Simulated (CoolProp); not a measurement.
The fluoroketone C6F12O (FK-5-1-12) at 232.07 K and 6.61 MPa is throttled through a valve to 4.57 MPa with no heat exchange. Each further row changes one setting.

Computed with CoolProp (reference Helmholtz-energy equation of state, McLinden 2015).

| case | temperature change (K) | final density (kg/m³) |
|---|---|---|
| as stated | +0.7 | 1800 |
| outlet pressure 1.37 MPa | +1.8 | 1790 |
| outlet pressure 5.94 MPa | +0.2 | 1800 |
